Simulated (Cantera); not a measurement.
Equilibrium for silicon carbide growth: SiH4 + C2H2 + H2 + CH4

A closed system holds: 1 mol SiH4, 0.43 mol C2H2, 3.6 mol H2, 0.041 mol CH4, equilibrated at 4.10 mbar.

Cantera equilibrium calculation (NASA polynomials, part measured and part estimated; ideal gas, pure solids and liquids). Candidate condensed phases: C, C6H6, C7H8, C8H18, Si, SiC; 87 gas species. Mutual solubility and eutectic melting of coexisting phases are not modelled. Gases not in the tables: Si2H6 and higher silanes. Equilibrium is a limit: real reactors are often held back by kinetics, nucleation or transport.

| T (K) | x H2 | x H | x Si | x SiH | n Si(s) | n SiC(s) | n Si(l) |
|---|---|---|---|---|---|---|---|
| 998 | 1.00 | 3.36e-8 | <1e-12 | <1e-12 | 0.0990 | 0.901 | 0 |
| 1098 | 1.000 | 3.86e-7 | 5.28e-12 | 1.03e-11 | 0.0990 | 0.901 | 0 |
| 1198 | 1.000 | 2.97e-6 | 3.14e-10 | 3.06e-10 | 0.0990 | 0.901 | 0 |
| 1298 | 1.000 | 1.67e-5 | 9.91e-9 | 5.32e-9 | 0.0990 | 0.901 | 0 |
| 1398 | 1.000 | 7.39e-5 | 1.90e-7 | 6.13e-8 | 0.0990 | 0.901 | 0 |
| 1498 | 1.000 | 0.000268 | 2.45e-6 | 5.07e-7 | 0.0990 | 0.901 | 0 |
| 1598 | 0.999 | 0.000831 | 2.28e-5 | 3.20e-6 | 0.0988 | 0.901 | 0 |
| 1698 | 0.998 | 0.00226 | 0.000160 | 1.60e-5 | 0 | 0.901 | 0.0978 |
| 1798 | 0.994 | 0.00548 | 0.000752 | 5.51e-5 | 0 | 0.901 | 0.0937 |
| 1898 | 0.985 | 0.0121 | 0.00300 | 0.000166 | 0 | 0.901 | 0.0784 |
x: gas mole fraction; n: condensed amount in mol.

From 998 K to 1598 K the condensed part is Si(s) + SiC(s). From 1698 K to 1898 K the condensed part is Si(l) + SiC(s).
